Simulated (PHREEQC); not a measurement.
**Metal-bearing waste water (model solution)**

A solution holds 0.035 mol Pb(NO3)2, 0.007 mol H3AsO4, 0.0012 mol HCl and 5.4e-05 mol NaCl per kg of water, at 25 °C. Closed to the air; pH follows from the charge balance.

Model: ion-association model, wateq4f.dat, run in PHREEQC.

Precipitation was switched off in this run.

Estimate the pH.

pH 2.35.

In which forms is N present?

NO3- 88 %, PbNO3+ 12 % of the N.

The database has no arsenate complexes of Pb.
